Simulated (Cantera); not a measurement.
Input: 1 mol SiCl₄, 0.026 mol HCl, 6.4 mol H₂, at 952 °C and 11000 Pa.

Equilibrium computed with Cantera from the NASA thermochemical tables; the gas is ideal and each condensed phase is pure. Candidate condensed phases: Si; 19 gas species. The tables' values for SiCl₃ are old estimates; treat these amounts as uncertain. The numbers say what is thermodynamically allowed, not how fast it happens.

Base state: H₂ 0.787, HCl 0.0818, SiCl₄ 0.0738, SiHCl₃ 0.0222, SiCl₂ 0.0203, SiCl₃ 0.0138, SiH₂Cl₂ 0.000888 (mole fractions); condensed: gas only.

What changes in the equilibrium state with this change: 0.37 mol H₂O added?


| species | before | after |
|---|---|---|
| H₂ | 0.787 | 0.767 |
| HCl | 0.0818 | 0.132 |
| SiCl₄ | 0.0738 | 0.0719 |
| SiCl₂ | 0.0203 | 0.00745 |
| SiHCl₃ | 0.0222 | 0.0131 |
| SiCl₃ | 0.0138 | 0.00823 |
| SiH₂Cl₂ | 0.000888 | 0.000317 |
| SiO₂(β-quartz), mol | 0 | 0.185 |
The tables hold silica as quartz up to 1696 K and as liquid above; real silica turns to tridymite and cristobalite and melts near 1996 K. Further candidate phases: H₂O, SiO₂.

What changes in the equilibrium state with this change: H₂ from 6.4 to 78 mol?


| species | before | after |
|---|---|---|
| H₂ | 0.787 | 0.960 |
| HCl | 0.0818 | 0.0332 |
| SiCl₂ | 0.0203 | 0.00280 |
| SiCl₄ | 0.0738 | 0.00138 |
| SiCl₃ | 0.0138 | 0.000699 |
| SiHCl₃ | 0.0222 | 0.00124 |
| SiH₂Cl₂ | 0.000888 | 0.000149 |
| Si(s), mol | 0 | 0.499 |
